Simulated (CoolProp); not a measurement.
A single-stage vapour-compression cycle with R1336mzz(E): evaporating at 290.15 K (dew point), condensing at 343.15 K (bubble point), superheat 2 K, subcooling 2 K, compressor efficiency 0.8, no pressure losses. Each further row changes one setting.

The numbers come from the reference Helmholtz-energy equation of state, Akasaka 2023 in CoolProp.

```
case                              cooling COP  pressure ratio  discharge temperature (K)  refrigerating effect (kJ/kg)  volumetric capacity (kJ/m³)
--------------------------------  -----------  --------------  -------------------------  ----------------------------  ---------------------------
as stated                                3.07            5.13                      343.1                          85.3                          888
evaporating temperature 295.15 K         3.59            4.27                      343.1                          88.9                         1100
condensing temperature 338.15 K          3.58            4.51                      338.2                          92.0                          958
subcooling 7 K                           3.31            5.13                      343.1                          92.0                          958
superheat 12 K                           3.19            5.13                      348.0                          93.7                          937
compressor efficiency 0.7                2.69            5.13                      343.1                          85.3                          888
```

The compression ends wet for: as stated; evaporating temperature 295.15 K; condensing temperature 338.15 K; subcooling 7 K; compressor efficiency 0.7.
